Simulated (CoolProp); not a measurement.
Vapour-liquid equilibrium of CH2F2 (R32) (1) + methanol (2) at 320.3 K; x and y are mole fractions of (1).

Computed with CoolProp (multi-fluid Helmholtz-energy mixture model, Tillner-Roth 1997 and de Reuck 1993; pair parameters Bell 2016).

| x | bubble pressure, mixture model (kPa) | bubble pressure, Raoult's law (kPa) | y, mixture model | y, Raoult's law |
|---|---|---|---|---|
| 0.05 | 414.0 | 193.7 | ? | 0.759 |
| 0.15 | 1020 | 482.8 | 0.948 | 0.913 |
| 0.25 | 1460 | 771.8 | 0.962 | 0.952 |
| 0.35 | ? | 1061 | 0.968 | 0.970 |
| 0.45 | 1941 | 1350 | 0.971 | 0.980 |
| 0.55 | 2067 | 1639 | 0.973 | 0.987 |
| 0.65 | 2174 | 1928 | ? | 0.991 |
| 0.75 | 2301 | 2217 | ? | 0.994 |
| 0.85 | 2480 | 2506 | 0.983 | 0.997 |
| 0.95 | 2752 | 2795 | ? | 0.999 |

### Question
Fill in the missing entries.

### Answer

- 0.05, y, mixture model: 0.879
- 0.35, bubble pressure, mixture model (kPa): 1754
- 0.65, y, mixture model: 0.975
- 0.75, y, mixture model: 0.978
- 0.95, y, mixture model: 0.992

The largest gap from Raoult's law is +113.7 % in bubble pressure, at x = 0.05. No azeotrope shows between x = 0.05 and 0.95.

Pair parameters are fitted to limited data, so mixtures are less certain than the pure fluids. The gap from Raoult's law changes sign with composition, which may be real or a fault of the pair parameters; it wasn't checked against measurements. With so large a gap from Raoult's law the liquid may split in two, which this calculation doesn't test in full.
